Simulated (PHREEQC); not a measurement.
A made-up water analysis in mg/kgw, 70 °C, pH 7.94, pe 8.4:

```csv
constituent,mg/kgw
Na,20.2
K,5.07
Ca,11.2
Mg,4.93
Cl,33.9
S(6) as SO4,8.42
Alkalinity as HCO3,46.1
Cu(2),0.0417
```

Valence states are taken as typed.

Equilibrium calculation in PHREEQC: ion-association model, phreeqc.dat.

Precipitation was switched off in this run.

**Question.** Order these Cu species by the share of Cu that they hold, largest first: Cu+2, CuCO3, CuHCO3+, Cu(OH)2, CuOH+.

**Answer.** Cu(OH)2 (86 %), CuCO3 (13 %), Cu+2 (0.68 %), CuOH+ (0.50 %), CuHCO3+ (0.19 %)

The pH is 7.94 and the ionic strength 0.00243 mol/kgw. Complexes and solids missing from the database can't appear. Constants without temperature data keep their 25 °C values here. The database's constant for dissolved Cu(OH)2 is higher than later reviews accept.
